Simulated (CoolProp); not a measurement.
C3F8 (R218) at 298.15 K and 0.306 MPa is throttled through a valve to 0.0719 MPa with no heat exchange. Each further row changes one setting.

Model: reference Helmholtz-energy equation of state, Lemmon 2006, in CoolProp. It is a short technical equation, of lower accuracy than the large ones.

```csv
case,temperature change (K),final density (kg/m³)
as stated,-3.1,5.60
outlet pressure 0.0216 MPa,-3.8,1.67
outlet pressure 0.0935 MPa,-2.9,7.31
```
